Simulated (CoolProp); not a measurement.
m-xylene at 298.15 K and 1.29 MPa flows at 0.91 m/s in a round tube of 6 mm bore and 45 µm roughness, fully developed (64/Re and Nu = 3.66 if laminar; Colebrook and Gnielinski if turbulent). Each further row changes one setting.

The numbers come from the reference Helmholtz-energy equation of state, Zhou 2012 in CoolProp.

```csv
case,Reynolds number,Darcy friction factor,pressure drop (Pa/m),heat-transfer coefficient (W/(m² K)),mass flow (kg/h)
as stated,8000,0.0417,2480,1670,79.7
velocity 1.82 m/s,16000,0.0385,9140,3400,159
diameter 12 mm,16000,0.0336,998,1560,319
```

Viscosity comes from a separate model (Cao 2016). Thermal conductivity comes from a separate model (Mylona 2014).
